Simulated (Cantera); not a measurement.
Charge: 1 mol B2O3, 5.8 mol NH3, 0.53 mol N2, held at 1000 Pa.

Cantera equilibrium calculation (NASA polynomials, part measured and part estimated; ideal gas, pure solids and liquids). Candidate condensed phases: B, BN, B2O3, B3O3H3, H2O; 39 gas species. Rates play no part.

### Question
At 1577 °C, list the 4 most abundant gas species with their mole fractions, and the condensed phases.

### Answer
H2 0.625, N2 0.260, B2O3 0.0390, HBO2 0.0344. Condensed: gas only.
